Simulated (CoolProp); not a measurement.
Vapour-liquid equilibrium of propane (1) + c-C4F8 (RC318) (2) at 1.21 MPa; x and y are mole fractions of (1).

Model: multi-fluid Helmholtz-energy mixture model, Lemmon 2009 and Platzer 1990; pair parameters Bell 2016, in CoolProp. This equation is an older, rougher fit; its heat capacities, sound speeds and derivatives of the liquid may be far off and weren't checked against measurements.

```csv
x,bubble temperature (K),y at the bubble point,dew temperature at overall composition x (K),liquid density (mol/L)
0.05,342.5,0.135,346.3,6.500
0.125,334.4,0.306,343.0,6.828
0.2,[?],0.437,339.5,[?]
0.275,322.6,0.532,336.0,7.409
0.35,318.6,0.602,332.3,7.673
0.425,[?],0.655,328.4,7.934
0.5,313.4,[?],324.4,8.201
0.575,311.6,[?],320.2,8.486
0.65,310.3,0.768,[?],8.799
0.725,309.1,0.803,312.1,9.147
0.8,[?],0.842,309.2,9.539
0.875,307.7,0.888,307.8,9.977
0.95,307.6,0.948,307.6,10.46
```

Question: Fill in the missing entries.

Answer: 
- 0.2, bubble temperature (K): 327.8
- 0.2, liquid density (mol/L): 7.130
- 0.425, bubble temperature (K): 315.7
- 0.5, y at the bubble point: 0.698
- 0.575, y at the bubble point: 0.734
- 0.65, dew temperature at overall composition x (K): 315.9
- 0.8, bubble temperature (K): 308.3

y crosses x between x = 0.875 and 0.95: the model has an azeotrope there.

The pair parameters rest on a limited set of measurements; away from them the model extrapolates.
